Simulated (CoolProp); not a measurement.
The numbers come from the reference Helmholtz-energy equation of state, Marx 1992 in CoolProp.

**Question.** For R113, give the phase and the Z, cp (kJ/(kg K)), cv (kJ/(kg K)), speed of sound (m/s) at 500 K and 1.7 MPa.

**Answer.** 
- 500 K and 1.7 MPa: gas; Z 0.825, cp 0.885, cv 0.781, speed of sound 129
